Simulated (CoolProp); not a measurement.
A single-stage vapour-compression cycle with chloromethane (R40): evaporating at 284.15 K (dew point), condensing at 334.15 K (bubble point), superheat 8 K, subcooling 0 K, compressor efficiency 0.9, no pressure losses. Each further row changes one setting.

Model: reference Helmholtz-energy equation of state, Thol 2014, in CoolProp.

```csv
case,cooling COP,pressure ratio,discharge temperature (K),refrigerating effect (kJ/kg),volumetric capacity (kJ/m³)
as stated,4.15,3.88,390.7,315,2660
evaporating temperature 289.15 K,4.77,3.31,384.4,317,3110
condensing temperature 329.15 K,4.71,3.46,381.6,324,2730
subcooling 5 K,4.26,3.88,390.7,324,2730
superheat 18 K,4.10,3.88,402.4,324,2620
compressor efficiency 0.8,3.69,3.88,399.3,315,2660
```
